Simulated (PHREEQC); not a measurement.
1 kg of water holding 0.019 mol NaCl and 0.05 mol Na2SO4 is evaporated at 60 °C; the solids stay in contact with the brine. No CO2 enters from the air. The run lets Halite, Mirabilite, Thenardite precipitate or redissolve, and no other solid.

Base run: PHREEQC, Pitzer model, pitzer.dat. Each further column changes one thing. The table gives water activity.

```csv
H2O removed (mol),base,temperature from 60 to 75 °C,temperature from 60 to 5 °C
0,0.997,0.997,0.997
18.01,0.996,0.996,0.996
30.18,0.994,0.994,0.994
38.4,0.991,0.991,0.992
43.95,0.988,0.988,0.988
47.7,0.982,0.982,?
51.17,0.969,0.969,0.979
52.58,0.954,0.954,0.975
53.53,0.932,0.932,?
54.17,0.897,0.898,0.953
54.6,0.874,0.879,?
54.9,0.863,0.868,?
```

Question: Some entries are withheld; supply them.

Answer: 
- 47.7, temperature from 60 to 5 °C: 0.983
- 53.53, temperature from 60 to 5 °C: 0.968
- 54.6, temperature from 60 to 5 °C: 0.907
- 54.9, temperature from 60 to 5 °C: 0.753

Constants without temperature data keep their 25 °C values here.
